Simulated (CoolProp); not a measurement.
Model: reference Helmholtz-energy equation of state, Lemmon 2016, in CoolProp.

Task: For R227EA, give the phase and the speed of sound (m/s), conductivity (mW/(m K)) at 418.6 K and 5.45 bar; 418.6 K and 12.4 bar.

Result: 
- 418.6 K and 5.45 bar: gas; speed of sound 141, conductivity 23.0
- 418.6 K and 12.4 bar: gas; speed of sound 134, conductivity 23.8

Thermal conductivity comes from a separate model (Huber 2003), an estimate that may be off by 10 % or more.
